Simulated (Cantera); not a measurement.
What does this Cantera script print?

```python
import numpy as np
import cantera as ct

gas = ct.Solution("gri30.yaml")


def delay(T, t_max=10):
    gas.TPX = T, 520000, {'H2': 1, 'O2': 0.806, 'N2': 5.48, 'NO': 0.0073}
    reactor = ct.IdealGasReactor(gas, clone=False)
    net = ct.ReactorNet([reactor])
    net.rtol, net.atol = 1e-8, 1e-16
    while net.time < t_max:
        t_old, T_old = net.time, reactor.T
        net.step()
        if reactor.T > T + 400:  # ignition: a rise of 400 K
            return t_old + (T + 400 - T_old) / (reactor.T - T_old) * (net.time - t_old)
    return np.nan


taus = []
for T in [1200, 1300, 1400, 1500, 1600, 1700, 1800, 1900]:
    taus.append(delay(T))
    print(f"T0 = {T:6g} K   tau = {taus[-1]:.4e} s")
```

It prints:

```
T0 =   1200 K   tau = 2.0471e-05 s
T0 =   1300 K   tau = 9.8989e-06 s
T0 =   1400 K   tau = 6.1997e-06 s
T0 =   1500 K   tau = 4.4633e-06 s
T0 =   1600 K   tau = 3.5458e-06 s
T0 =   1700 K   tau = 3.0542e-06 s
T0 =   1800 K   tau = 2.8187e-06 s
T0 =   1900 K   tau = 2.7555e-06 s
```

Model: GRI-Mech 3.0 (53 species, 325 reactions), integrated in Cantera. The hydrogen kinetics of GRI-Mech 3.0 are dated; newer H2 mechanisms differ, most at raised pressure. The mechanism lacks 2 NO + O2 → 2 NO2 and HONO, so NO2 and the effect of NO are under-described below about 1400 K. Where the delays flatten at high temperature, the 400 K rule measures the pace of heat release, not the induction time.
